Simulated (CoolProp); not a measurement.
Vapour-liquid equilibrium of ethanol (1) + p-xylene (2) at 95.65 °C; x and y are mole fractions of (1).

The numbers come from the multi-fluid Helmholtz-energy mixture model, Schroeder 2014 and Zhou 2012; pair parameters Bell 2016 in CoolProp.

```
x     bubble pressure (kPa)  y at the bubble point  dew pressure at overall composition x (kPa)  liquid density (mol/L)
----  ---------------------  ---------------------  -------------------------------------------  ----------------------
0.05                  73.12                  0.630                                        29.11                   7.658
0.2                   133.0                  0.809                                        34.52                   8.275
0.35                  148.5                  0.836                                        42.35                   9.035
0.5                   155.2                  0.849                                        54.72                   9.988
0.65                  163.2                  0.870                                        77.12                   11.20
0.8                   174.5                  0.909                                        128.1                   12.75
0.95                  188.0                  0.974                                        183.4                   14.79
```

No azeotrope shows between x = 0.05 and 0.95.

Pair parameters are fitted to limited data, so mixtures are less certain than the pure fluids. With so large a gap from Raoult's law the liquid may split in two, which this calculation doesn't test in full.
